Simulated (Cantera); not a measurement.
An adiabatic, constant-volume homogeneous reactor starts with C3H8 : O2 : N2 = 1 : 2.08 : 7.83 (molar parts), equivalence ratio 2.4, at 1073 K and 24.0 bar.

Computed with Cantera and GRI-Mech 3.0 (53 species, 325 reactions). GRI-Mech 3.0 was tuned for natural gas; its chemistry of propane as a main component is partial and can be far from experiment. The pressure lies above the range GRI-Mech 3.0 was tuned for (to about 10 atm).

Problem. Predict: time of steepest temperature rise; temperature at 0.200 s; equilibrium temperature; x(O2) at 0.200 s; x(HCN) at 0.200 s; x(H2O) at 0.200 s; x(H2) at 0.200 s.

Solution. 
| Quantity | Result |
|---|---|
| time of steepest temperature rise | 8.43 ms |
| temperature at 0.200 s | 2369 K |
| equilibrium temperature | 2369 K |
| x(O2) at 0.200 s | 1.45e-8 (gas-phase equilibrium 1.45e-8) |
| x(HCN) at 0.200 s | 2.84e-5 (gas-phase equilibrium 2.85e-5) |
| x(H2O) at 0.200 s | 0.0672 (gas-phase equilibrium 0.0672) |
| x(H2) at 0.200 s | 0.202 (gas-phase equilibrium 0.202) |
